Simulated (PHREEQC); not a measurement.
Polishing slurry liquid: an equilibrium model

Consider water at 25 °C with 0.0028 mol/kgw HNO3, 0.02 mol/kgw KNO3 and 3.1e-05 mol/kgw CO2. Closed to the air; pH follows from the charge balance.

The numbers come from PHREEQC with the ion-association model, wateq4f.dat.

```json
{
  "pH": "2.61",
  "ionic_strength": "0.0228 mol/kgw",
  "total_alkalinity": "-2.80 meq/kg"
}
```

| species | molality | activity | log γ |
|---|---|---|---|
| NO3- | 0.0228 | 0.0195 | -0.067 |
| K+ | 0.0200 | 0.0172 | -0.065 |
| H+ | 0.00280 | 0.00248 | -0.053 |
| CO2 | 3.10e-5 | 3.12e-5 | 0.002 |
| HCO3- | 6.43e-9 | 5.59e-9 | -0.061 |

This is a speciation only: nothing precipitates in the calculation.
